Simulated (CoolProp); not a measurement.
Vapour-liquid equilibrium of propane (1) + neopentane (2) at 0.902 MPa; x and y are mole fractions of (1).

Computed with CoolProp (multi-fluid Helmholtz-energy mixture model, Lemmon 2009 and Lemmon 2006; pair parameters Bell 2016).

```json
[
 {"x": "0.05", "bubble temperature (°C)": "…", "y at the bubble point": "0.100", "dew temperature at overall composition x (°C)": "87.7", "liquid density (mol/L)": "7.128"},
 {"x": "0.2", "bubble temperature (°C)": "76.4", "y at the bubble point": "…", "dew temperature at overall composition x (°C)": "82.5", "liquid density (mol/L)": "7.678"},
 {"x": "0.35", "bubble temperature (°C)": "66.6", "y at the bubble point": "0.575", "dew temperature at overall composition x (°C)": "76.8", "liquid density (mol/L)": "8.279"},
 {"x": "0.5", "bubble temperature (°C)": "56.0", "y at the bubble point": "0.752", "dew temperature at overall composition x (°C)": "70.3", "liquid density (mol/L)": "8.940"},
 {"x": "0.65", "bubble temperature (°C)": "44.8", "y at the bubble point": "…", "dew temperature at overall composition x (°C)": "62.5", "liquid density (mol/L)": "9.652"},
 {"x": "0.8", "bubble temperature (°C)": "…", "y at the bubble point": "0.957", "dew temperature at overall composition x (°C)": "52.3", "liquid density (mol/L)": "10.38"},
 {"x": "0.95", "bubble temperature (°C)": "…", "y at the bubble point": "0.994", "dew temperature at overall composition x (°C)": "35.3", "liquid density (mol/L)": "11.05"}
]
```

Problem. Fill in the missing entries.

Solution. 
- 0.05, bubble temperature (°C): 86.1
- 0.2, y at the bubble point: 0.358
- 0.65, y at the bubble point: 0.880
- 0.8, bubble temperature (°C): 34.1
- 0.95, bubble temperature (°C): 25.2

No azeotrope shows between x = 0.05 and 0.95.

Pair parameters are fitted to limited data, so mixtures are less certain than the pure fluids.
